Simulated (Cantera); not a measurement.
Feed: 1 mol Si3N4, 49 mol Cl2, 37 mol N2, 12 mol H2O, equilibrated at 0.0170 bar.

Method: chemical equilibrium by Gibbs-energy minimisation in Cantera with the NASA 1993 tables (ideal gas, pure condensed phases). Candidate condensed phases: H2O, NH4Cl, Si, SiO2, Si2N2O, Si3N4; 47 gas species. The tables hold silica as quartz up to 1696 K and as liquid above; real silica turns to tridymite and cristobalite and melts near 1996 K. The numbers say what is thermodynamically allowed, not how fast it happens.

### Question
Which condensed phases are stable at each of these points (T (°C)): 500, 600, 700, 800, 900, 1000, 1100, 1200, 1300, 1400, 1500, 1600, 1700, 1800?

### Answer
```tsv
T (°C)	condensed phases	Si condensed (%)
500	SiO2(α-quartz)	100.0
600	SiO2(β-quartz)	100.0
700	SiO2(β-quartz)	100.0
800	SiO2(β-quartz)	100.0
900	SiO2(β-quartz)	100.0
1000	SiO2(β-quartz)	100.0
1100	SiO2(β-quartz)	100.0
1200	SiO2(β-quartz)	100.0
1300	SiO2(β-quartz)	100.0
1400	SiO2(β-quartz)	100.0
1500	SiO2(condensed)	100.0
1600	SiO2(condensed)	100.0
1700	SiO2(condensed)	99.8
1800	SiO2(l)	98.2
```

At 500 °C the condensed part is SiO2(α-quartz). From 600 °C to 1400 °C the condensed part is SiO2(β-quartz). From 1500 °C to 1700 °C the condensed part is SiO2(condensed). At 1800 °C the condensed part is SiO2(l).
